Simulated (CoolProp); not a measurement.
Saturation properties of R1234ze(Z) (Tc = 150.1 °C, pc = 3.531 MPa, ω = 0.327).

Model: reference Helmholtz-energy equation of state, Akasaka 2019, in CoolProp.

| T (°C) | p (MPa) | liquid density (kg/m³) | vapour density (kg/m³) | liquid cp (kJ/(kg K)) |
|---|---|---|---|---|
| 40.95 | 0.2985 | 1181 | 14.53 | 1.324 |
| 48.45 | 0.3737 | 1159 | 18.11 | 1.349 |
| 56.05 | 0.4639 | 1136 | 22.43 | 1.376 |
| 63.65 | 0.5699 | 1112 | 27.58 | 1.405 |
| 71.25 | 0.6932 | 1088 | 33.69 | 1.438 |
| 78.85 | 0.8358 | 1062 | 40.95 | 1.474 |
| 86.35 | 0.9971 | 1034 | 49.45 | 1.516 |
| 93.95 | 1.184 | 1005 | 59.70 | 1.565 |
| 101.55 | 1.395 | 973.9 | 72.00 | 1.625 |
| 109.15 | 1.634 | 939.7 | 86.89 | 1.702 |
| 116.75 | 1.903 | 902.0 | 105.2 | 1.806 |
| 124.35 | 2.205 | 859.2 | 128.3 | 1.960 |
| 131.85 | 2.538 | 809.5 | 158.1 | 2.219 |
| 139.45 | 2.916 | 745.8 | 201.0 | 2.804 |

It boils at 9.7 °C under 1 atm.
